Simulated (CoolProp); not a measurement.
Vapour-liquid equilibrium of R134a (1) + R227EA (2) at 221.7 K; x and y are mole fractions of (1).

The numbers come from the multi-fluid Helmholtz-energy mixture model, Tillner-Roth 1994 and Lemmon 2016; pair parameters Bell 2016 in CoolProp.

```
x      bubble pressure (MPa)  y at the bubble point  dew pressure at overall composition x (MPa)  liquid density (mol/L)
-----  ---------------------  ---------------------  -------------------------------------------  ----------------------
0.05                 0.01737                  0.094                                      0.01698                   9.919
0.125                0.01852                  0.215                                      0.01766                   10.17
0.2                  0.01959                  0.318                                      0.01838                   10.43
0.275                0.02059                  0.407                                      0.01914                   10.70
0.35                 0.02151                  0.486                                      0.01995                   10.99
0.425                0.02236                  0.556                                      0.02080                   11.29
0.5                  0.02315                  0.621                                      0.02168                   11.61
0.575                0.02387                  0.682                                      0.02258                   11.94
0.65                 0.02455                  0.739                                      0.02349                   12.29
0.725                0.02517                  0.795                                      0.02439                   12.66
0.8                  0.02575                  0.849                                      0.02523                   13.05
0.875                0.02628                  0.904                                      0.02600                   13.47
0.95                 0.02675                  0.961                                      0.02667                   13.91
```

No azeotrope shows between x = 0.05 and 0.95.

Pair parameters are fitted to limited data, so mixtures are less certain than the pure fluids.
